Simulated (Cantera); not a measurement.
Cantera run:

```python
import numpy as np
import cantera as ct

gas_names = """
    Ba BaF BaF2 BaOH BaO2H2 F FO FO2 F2 F2O H HF HOF HO2 H2 H2F2 H2O H2O2 H3F3 H4F4 H5F5 H6F6 H7F7 O OH
    O2 O3
""".split()
cond_names = """
    Ba(cr) Ba(L) BaF2(a) BaF2(b,c) BaF2(L) BaO(s) BaO(L) BaO2H2(s) BaO2H2(L) H2O(s) H2O(L)
""".split()


# ... load() reads the species with a 1 bar reference pressure and builds the phases ...
atoms = {
    'BaF2': {'Ba': 1, 'F': 2},
    'H2O': {'H': 2, 'O': 1},
    'H2': {'H': 2},
}
top_T = {}  # K; cautious upper limits of use, not melting points


# ... equilibrate(T, P, feed) seeds the gas with the atoms and calls Mixture.equilibrate('TP', solver="vcs", rtol=1e-11, max_steps=5000) ...
results = []
feed = {'BaF2': 1, 'H2O': 0.068, 'H2': 4.7}  # mol
T = 2173.15  # K
P = 100000  # Pa
mix = equilibrate(T, P, feed)
results.append((T, P, feed, dict(zip(mix.species_names, mix.species_moles))))
x = sorted(zip(gas.X, gas.species_names), reverse=True)
print(f"T = {T:g} K  P = {P:g} Pa  gas = {mix.phase_moles(0):.4g} mol")
print("   x: " + "  ".join(f"{s} {v:.3e}" for v, s in x if v > 0.0001))
print("   condensed (mol): " + ("  ".join(f"{mix.phase(i).name} {mix.phase_moles(i):.4g}"
      for i in range(1, mix.n_phases) if mix.phase_moles(i) > 1e-12) or "none"))
```

Result:

```
T = 2173.15 K  P = 100000 Pa  gas = 5.429 mol
   x: H2 8.555e-01  BaF2 9.532e-02  HF 1.657e-02  BaF 1.556e-02  H2O 1.205e-02  H 4.467e-03  BaOH 2.938e-04  Ba 1.219e-04
   condensed (mol): BaF2(L) 0.3953
```

Cantera equilibrium calculation (NASA polynomials, part measured and part estimated; ideal gas, pure solids and liquids).
